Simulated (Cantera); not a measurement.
Charge: 1 mol MgO, 0.061 mol N2, at 13.3 mbar.

These are equilibrium values from Cantera (NASA tables, ideal gas, pure condensed phases), not measurements of a reactor. Candidate condensed phases: Mg, MgO; 27 gas species. Ions and electrons are included (thermal ionisation). Rates play no part. All values below are at 4227 °C.

Base state: O 0.475, Mg 0.463, N2 0.0227, Mg+ 0.0130, e- 0.0130, N 0.0118, NO 0.000919, MgO 0.000367 (mole fractions); condensed: gas only.

Task: What changes in the equilibrium state with this change: N2 from 0.061 to 5.8 mol?

Result: 
| species | before | after |
|---|---|---|
| N2 | 0.0227 | 0.682 |
| O | 0.475 | 0.122 |
| Mg | 0.463 | 0.117 |
| N | 0.0118 | 0.0644 |
| Mg+ | 0.0130 | 0.00654 |
| e- | 0.0130 | 0.00654 |
| MgO | 0.000367 | 2.38e-5 |
| O2 | 0.000243 | 1.60e-5 |
| NO | 0.000919 | 0.00129 |

Task: What changes in the equilibrium state with this change: pressure from 13.3 mbar to 0.110 bar?

Result: 
```
species    before    after
-------  --------  -------
Mg          0.463    0.477
O           0.475    0.475
N2         0.0227   0.0260
e-         0.0130  0.00460
Mg+        0.0130  0.00461
N          0.0118  0.00437
MgO      0.000367  0.00312
O2       0.000243  0.00201
MgN       1.57e-5  4.96e-5
NO       0.000919  0.00282
```
